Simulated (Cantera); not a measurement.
Titanium nitride, carbide and oxide coatings: TiCl4 + CH4

Feed: 1 mol TiCl4, 0.26 mol CH4, held at 0.00133 bar.

Equilibrium computed with Cantera from the NASA thermochemical tables; the gas is ideal and each condensed phase is pure. Candidate condensed phases: C, C6H6, C7H8, C8H18, Ti, TiC, TiCl2, TiCl3, TiCl4; 96 gas species. The tables' values for TiCl2 are old estimates; treat these amounts as uncertain. TiC: taken at fixed stoichiometry. Equilibrium is a limit: real reactors are often held back by kinetics, nucleation or transport.

```json
[
 {"T (K)": "1298", "x HCl": "0.458", "x TiCl3": "0.235", "x TiCl4": "0.253", "x H2": "0.0538", "x Cl": "4.89e-5", "x TiCl2": "0.000162", "x H": "6.81e-6", "n C(graphite)": "0.158", "n TiC(s)": "0.102"},
 {"T (K)": "1348", "x HCl": "0.470", "x TiCl3": "0.271", "x TiCl4": "0.215", "x H2": "0.0437", "x Cl": "0.000119", "x TiCl2": "0.000329", "x H": "1.32e-5", "n C(graphite)": "0.167", "n TiC(s)": "0.0926"},
 {"T (K)": "1398", "x HCl": "0.478", "x TiCl3": "0.304", "x TiCl4": "0.181", "x H2": "0.0360", "x Cl": "0.000269", "x TiCl2": "0.000630", "x H": "2.46e-5", "n C(graphite)": "0.178", "n TiC(s)": "0.0820"},
 {"T (K)": "1448", "x HCl": "0.484", "x TiCl3": "0.333", "x TiCl4": "0.152", "x H2": "0.0301", "x Cl": "0.000574", "x TiCl2": "0.00114", "x H": "4.38e-5", "n C(graphite)": "0.189", "n TiC(s)": "0.0713"},
 {"T (K)": "1498", "x HCl": "0.487", "x TiCl3": "0.358", "x TiCl4": "0.126", "x H2": "0.0255", "x Cl": "0.00116", "x TiCl2": "0.00196", "x H": "7.51e-5", "n C(graphite)": "0.199", "n TiC(s)": "0.0612"},
 {"T (K)": "1548", "x HCl": "0.490", "x TiCl3": "0.378", "x TiCl4": "0.105", "x H2": "0.0219", "x Cl": "0.00223", "x TiCl2": "0.00323", "x H": "0.000125", "n C(graphite)": "0.208", "n TiC(s)": "0.0521"},
 {"T (K)": "1598", "x HCl": "0.491", "x TiCl3": "0.394", "x TiCl4": "0.0864", "x H2": "0.0190", "x Cl": "0.00410", "x TiCl2": "0.00513", "x H": "0.000201", "n C(graphite)": "0.216", "n TiC(s)": "0.0442"},
 {"T (K)": "1648", "x HCl": "0.491", "x TiCl3": "0.406", "x TiCl4": "0.0714", "x H2": "0.0167", "x Cl": "0.00725", "x TiCl2": "0.00785", "x H": "0.000316", "n C(graphite)": "0.222", "n TiC(s)": "0.0378"},
 {"T (K)": "1698", "x HCl": "0.489", "x TiCl3": "0.413", "x TiCl4": "0.0588", "x H2": "0.0149", "x Cl": "0.0124", "x TiCl2": "0.0116", "x H": "0.000483", "n C(graphite)": "0.227", "n TiC(s)": "0.0329"},
 {"T (K)": "1748", "x HCl": "0.486", "x TiCl3": "0.414", "x TiCl4": "0.0482", "x H2": "0.0133", "x Cl": "0.0204", "x TiCl2": "0.0167", "x H": "0.000722", "n C(graphite)": "0.230", "n TiC(s)": "0.0299"}
]
```
x: gas mole fraction; n: condensed amount in mol.

From 1298 K to 1748 K the condensed part is C(graphite) + TiC(s). The main Ti-bearing gas is TiCl4 at 1298 K and TiCl3 at 1748 K. The share of Ti in condensed phases is highest at 1298 K (10.2 %) and lowest at 1748 K (3.0 %).
